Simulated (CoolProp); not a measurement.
Values from CoolProp's reference Helmholtz-energy equation of state, Fiedler 2023.

Problem. Give the vapour pressure (MPa), liquid density (kg/m³), vapour density (kg/m³), liquid cp (kJ/(kg K)) of saturated tetrahydrofuran at 115.25, 126.85 °C.

Solution. 
```json
[
 {"T (°C)": "115.25", "p (MPa)": "0.398", "liquid density (kg/m³)": "776", "vapour density (kg/m³)": "9.63", "liquid cp (kJ/(kg K))": "2.10"},
 {"T (°C)": "126.85", "p (MPa)": "0.519", "liquid density (kg/m³)": "760", "vapour density (kg/m³)": "12.4", "liquid cp (kJ/(kg K))": "2.16"}
]
```
